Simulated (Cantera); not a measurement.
An adiabatic, constant-volume homogeneous reactor starts with CH4 : O2 : N2 = 1 : 4 : 15 (molar parts), equivalence ratio 0.50, at 1325 K and 2330 Torr.

Model: GRI-Mech 3.0 (53 species, 325 reactions), integrated in Cantera.

One state of this run: T (K) = 1331; P (bar) = 3.11; x CH4 = 0.0491; x O2 = 0.199; x CO2 = 1.27e-6; x C2H6 = 0.000175; x NO = <1e-12; x H = 1.19e-7. x: mole fraction; the columns are a selection and need not sum to one.

### Question
Which value of t (s) does it belong to?
A. 0.00133
B. 0.000156
C. 3.75e-5
D. 0.000651

### Answer
A, 0.00133
